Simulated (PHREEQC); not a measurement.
A solution holds 2.7 mmol/kgw KOH and 15 mmol/kgw Na2CO3, at 25 °C. Closed to the air; pH follows from the charge balance.

All values are PHREEQC results (Pitzer model, pitzer.dat), not measurements.

This is a speciation only: nothing precipitates in the calculation.

Task: What pH, osmotic coefficient does the model give?

Result: pH 11.43; osmotic coefficient 0.894.

Task: In which forms is C present?

Result: CO3-2 96 %, HCO3- 4.0 % of the C.

Species that the database lacks are ignored.
